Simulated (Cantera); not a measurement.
Cantera run, input and output.

```python
import numpy as np
import cantera as ct

gas = ct.Solution("gri30.yaml")


def delay(T, t_max=10):
    gas.TPX = T, 41000, {'H2': 1, 'O2': 0.98, 'N2': 4.31}
    reactor = ct.IdealGasConstPressureReactor(gas, clone=False)
    net = ct.ReactorNet([reactor])
    net.rtol, net.atol = 1e-8, 1e-16
    while net.time < t_max:
        t_old, T_old = net.time, reactor.T
        net.step()
        if reactor.T > T + 400:  # ignition: a rise of 400 K
            return t_old + (T + 400 - T_old) / (reactor.T - T_old) * (net.time - t_old)
    return np.nan


taus = []
for T in [875, 925, 975, 1025, 1075, 1125, 1175, 1225, 1275]:
    taus.append(delay(T))
    print(f"T0 = {T:6g} K   tau = {taus[-1]:.4e} s")
```

It prints:

```
T0 =    875 K   tau = 7.0264e-02 s
T0 =    925 K   tau = 1.3482e-03 s
T0 =    975 K   tau = 6.4274e-04 s
T0 =   1025 K   tau = 4.0279e-04 s
T0 =   1075 K   tau = 2.8510e-04 s
T0 =   1125 K   tau = 2.1842e-04 s
T0 =   1175 K   tau = 1.7801e-04 s
T0 =   1225 K   tau = 1.5294e-04 s
T0 =   1275 K   tau = 1.3762e-04 s
```

Detailed kinetics in Cantera: GRI-Mech 3.0 (53 species, 325 reactions). Below about 950 K walls govern HO2 and H2O2 in real vessels. Where the delays flatten at high temperature, the 400 K rule measures the pace of heat release, not the induction time.
